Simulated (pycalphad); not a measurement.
Li-Mg solution, phase LIQUID, at 677 °C; mixing quantities and activities refer to the pure elements in the same phase at that temperature, stable or not.

All values are pycalphad results on the COST 507 light-alloy database (1999) (1 atm), not direct measurements. These are 1990s assessments: newer ones move some temperatures and phases.

The enthalpy of mixing at x = 0.5 is -3.73 kJ/mol.

### Question
Take a regular solution with Ω = 4 ΔH(0.5). How do its activities of Mg, and those of an ideal solution, compare with the assessed ones?

### Answer
Ω = -14.9 kJ/mol, a = x exp[Ω(1 − x)²/RT].

```
x(Mg)  ideal  regular  assessed  assessed / regular
-----  -----  -------  --------  ------------------
0.02    0.02  0.00325    0.0101                 3.1
0.05    0.05  0.00908    0.0266                 2.9
0.1      0.1   0.0216    0.0572                 2.6
0.2      0.2   0.0596     0.131                 2.2
0.3      0.3    0.119     0.220                 1.9
0.4      0.4    0.203     0.323                 1.6
0.5      0.5    0.312     0.435                 1.4
0.6      0.6    0.443     0.553                 1.2
0.7      0.7    0.590     0.672                 1.1
0.8      0.8    0.742     0.787                 1.1
0.9      0.9    0.883     0.897                 1.0
0.95    0.95    0.946     0.949                 1.0
0.98    0.98    0.979     0.980                 1.0
```
The regular model is symmetric and has no excess entropy; the assessment has an excess entropy of -2.6 J/(mol K) at x = 0.5, and ΔH = -2.19 at x = 0.2 against -1.84 kJ/mol at 0.8.
